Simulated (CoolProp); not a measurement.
Model: reference Helmholtz-energy equation of state, Thol 2016, in CoolProp.

### Question
For hexamethyldisiloxane (MM), give the phase and the Joule-Thomson coefficient (K/MPa) at 620 K and 0.305 bar; 620 K and 2.64 bar.

### Answer
- 620 K and 0.305 bar: gas; Joule-Thomson coefficient 5.26
- 620 K and 2.64 bar: gas; Joule-Thomson coefficient 5.41
